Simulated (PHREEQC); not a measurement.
Dissolve 60 mmol/kgw CuSO4, 80 mmol/kgw HBF4 and 11 mmol/kgw NaCl at 17 °C. Closed to the air; pH follows from the charge balance.

Model: ion-association model, wateq4f.dat, run in PHREEQC.

**Question.** The ionic strength comes out as 0.217 mol/kgw. What activity coefficients do BF2(OH)2-, Na+, SO4-2, BF3OH-, Cl- get?

**Answer.** BF2(OH)2- 0.68, Na+ 0.74, SO4-2 0.29, BF3OH- 0.68, Cl- 0.71.

Precipitation was switched off in this run. Species that the database lacks are ignored. Real BF4- forms and hydrolyses slowly; the run takes it at equilibrium.
